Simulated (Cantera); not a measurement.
Mixture: CH4 : O2 : N2 = 1 : 3.51 : 13.2 (molar parts), equivalence ratio 0.57, at 100000 Pa, adiabatic and at constant pressure. Ignition delay is the time to a rise of 400 K.

Detailed kinetics in Cantera: GRI-Mech 3.0 (53 species, 325 reactions).

Q: What does this change do: pressure from 100000 Pa to 190000 Pa?

A: 
```json
[
 {"quantity": "delay at 1150 K", "before": "71.2 ms", "after": "39.3 ms"},
 {"quantity": "delay at 1250 K", "before": "17.0 ms", "after": "9.89 ms"},
 {"quantity": "delay at 1350 K", "before": "4.75 ms", "after": "2.86 ms"},
 {"quantity": "delay at 1450 K", "before": "1.57 ms", "after": "0.956 ms"},
 {"quantity": "delay at 1550 K", "before": "0.619 ms", "after": "0.370 ms"},
 {"quantity": "apparent activation energy between 1500 and 1600 K", "before": "170 kJ/mol", "after": "170 kJ/mol"}
]
```

Q: What does this change do: 0.1 parts H2 added?

A: 
```json
[
 {"quantity": "delay at 1150 K", "before": "71.2 ms", "after": "22.9 ms"},
 {"quantity": "delay at 1250 K", "before": "17.0 ms", "after": "7.19 ms"},
 {"quantity": "delay at 1350 K", "before": "4.75 ms", "after": "2.45 ms"},
 {"quantity": "delay at 1450 K", "before": "1.57 ms", "after": "0.950 ms"},
 {"quantity": "delay at 1550 K", "before": "0.619 ms", "after": "0.426 ms"},
 {"quantity": "apparent activation energy between 1500 and 1600 K", "before": "170 kJ/mol", "after": "150 kJ/mol"}
]
```
